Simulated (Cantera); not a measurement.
Source: NASA polynomial tables (part measured, part estimated), evaluated in Cantera. Values are per mole of reaction as written; species without (g) are pure solids or liquids, kept so even where they would boil at 1 bar.

Problem. Between 300 and 598 K, where is each reaction favourable under standard conditions?
- 2 Pb + S2(g) → 2 PbS(g)
- 2 Ba + S2(g) → 2 BaS
- 2 Ni + S2(g) → 2 NiS

Solution. 
- 2 Pb + S2(g) → 2 PbS(g): ΔG° is 92 kJ at 300 K and 51 kJ at 598 K; it stays positive (K < 1). ΔH° is 130 kJ and ΔS° 132 J/K at 598 K.
- 2 Ba + S2(g) → 2 BaS: ΔG° is -997 kJ at 300 K and -939 kJ at 598 K; it stays negative (K > 1). ΔH° is -1053 kJ and ΔS° -190 J/K at 598 K.
- 2 Ni + S2(g) → 2 NiS: ΔG° is -250 kJ at 300 K and -196 kJ at 598 K; it stays negative (K > 1). ΔH° is -301 kJ and ΔS° -176 J/K at 598 K.
